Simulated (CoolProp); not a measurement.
Vapour-liquid equilibrium of CHF3 (R23) (1) + R152A (2) at 223.5 K; x and y are mole fractions of (1).

The numbers come from the multi-fluid Helmholtz-energy mixture model, Penoncello 2003 and Outcalt 1996; pair parameters Bell 2016 in CoolProp.

```json
[
 {"x": "0.05", "bubble pressure (MPa)": "0.04660", "y at the bubble point": "0.423", "dew pressure at overall composition x (MPa)": "0.02937", "liquid density (mol/L)": "16.24"},
 {"x": "0.15", "bubble pressure (MPa)": "?", "y at the bubble point": "0.715", "dew pressure at overall composition x (MPa)": "0.03260", "liquid density (mol/L)": "16.54"},
 {"x": "0.25", "bubble pressure (MPa)": "0.1278", "y at the bubble point": "0.828", "dew pressure at overall composition x (MPa)": "0.03663", "liquid density (mol/L)": "16.84"},
 {"x": "0.35", "bubble pressure (MPa)": "0.1717", "y at the bubble point": "0.887", "dew pressure at overall composition x (MPa)": "0.04180", "liquid density (mol/L)": "17.14"},
 {"x": "0.45", "bubble pressure (MPa)": "0.2173", "y at the bubble point": "0.923", "dew pressure at overall composition x (MPa)": "0.04865", "liquid density (mol/L)": "17.43"},
 {"x": "0.55", "bubble pressure (MPa)": "0.2643", "y at the bubble point": "0.948", "dew pressure at overall composition x (MPa)": "0.05818", "liquid density (mol/L)": "?"},
 {"x": "0.65", "bubble pressure (MPa)": "?", "y at the bubble point": "0.965", "dew pressure at overall composition x (MPa)": "0.07235", "liquid density (mol/L)": "17.99"},
 {"x": "0.75", "bubble pressure (MPa)": "0.3607", "y at the bubble point": "?", "dew pressure at overall composition x (MPa)": "0.09566", "liquid density (mol/L)": "18.25"},
 {"x": "0.85", "bubble pressure (MPa)": "0.4099", "y at the bubble point": "0.988", "dew pressure at overall composition x (MPa)": "0.1412", "liquid density (mol/L)": "?"},
 {"x": "0.95", "bubble pressure (MPa)": "0.4601", "y at the bubble point": "0.996", "dew pressure at overall composition x (MPa)": "0.2702", "liquid density (mol/L)": "18.68"}
]
```

What belongs in the gaps?


- 0.15, bubble pressure (MPa): 0.08593
- 0.55, liquid density (mol/L): 17.72
- 0.65, bubble pressure (MPa): 0.3121
- 0.75, y at the bubble point: 0.978
- 0.85, liquid density (mol/L): 18.49

No azeotrope shows between x = 0.05 and 0.95.

The pair parameters rest on a limited set of measurements; away from them the model extrapolates.
